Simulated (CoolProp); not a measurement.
The fluid at 293.15 K and 0.284 MPa is throttled through a valve to 0.0222 MPa with no heat exchange. The same conditions are run with several fluids, on thermodynamics alone (safety and materials aside).

Values from CoolProp's reference Helmholtz-energy equation of state of each fluid (chloromethane (R40): Thol 2014; CF4 (R14): Platzer 1990; CH3F (R41): Lemmon 2006; R22: Kamei 1995; propyne: Polt 1992). The equations of Platzer and Polt are older, rougher fits.

Rank chloromethane (R40), CF4 (R14), CH3F (R41), R22, propyne by temperature change (K), highest first.

CF4 (R14) (-1.5), CH3F (R41) (-5.1), R22 (-6.2), propyne (-7.0), chloromethane (R40) (-11.0)

```json
[
 {"fluid": "chloromethane (R40)", "final density (kg/m³)": "0.480"},
 {"fluid": "CF4 (R14)", "final density (kg/m³)": "0.806"},
 {"fluid": "CH3F (R41)", "final density (kg/m³)": "0.316"},
 {"fluid": "R22", "final density (kg/m³)": "0.808"},
 {"fluid": "propyne", "final density (kg/m³)": "0.375"}
]
```
